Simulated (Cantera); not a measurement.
A closed system holds: 1 mol Ti(OiPr)4, 16 mol H2O, a varied amount of H2, held at 1725 K and 1330 Pa.

Cantera equilibrium calculation (NASA polynomials, part measured and part estimated; ideal gas, pure solids and liquids). Candidate condensed phases: C, C6H6, C7H8, C8H18, H2O, Ti, TiC, TiO, TiO2, Ti2O3, Ti3O5, Ti4O7; 113 gas species. The feed counts by its element totals alone. Kinetics and transport are ignored.

**Question.** At 58 mol H2, list the 5 most abundant gas species with their mole fractions, and the condensed phases.

**Answer.** H2 0.821, CO 0.118, H2O 0.0576, CO2 0.00234, H 0.00146. Condensed: TiO2(rutile).
